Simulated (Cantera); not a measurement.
Feed: 1 mol Ta₂O₅, 0.39 mol CH₄, 0.017 mol CO, held at 1.33 mbar.

Equilibrium computed with Cantera from the NASA thermochemical tables; the gas is ideal and each condensed phase is pure. Candidate condensed phases: C, C₆H₆, C₇H₈, C₈H₁₈, H₂O, Ta, TaC, Ta₂O₅; 113 gas species. Mutual solubility and eutectic melting of coexisting phases are not modelled. Condensed phases not in the tables: Ta₂C, N, O or C dissolved in the metal. Kinetics and transport are ignored. All values below are at 1725 °C.

Base state: H₂ 0.627, CO 0.336, H 0.0348, H₂O 0.00114, TaO₂ 0.000762, TaO 0.000146, CO₂ 0.000133 (mole fractions); condensed: Ta(s) + Ta₂O₅(s).

### Question
What changes in the equilibrium state with this change: pressure from 1.33 mbar to 4.00 mbar?

### Answer
```
species          before     after
-------------  --------  --------
H₂                0.627     0.639
CO                0.336     0.339
H                0.0348    0.0203
TaO₂           0.000762  0.000254
TaO            0.000146   4.86e-5
H₂O             0.00114   0.00116
Ta(s), mol        0.156     0.157
Ta₂O₅(s), mol     0.921     0.922
```
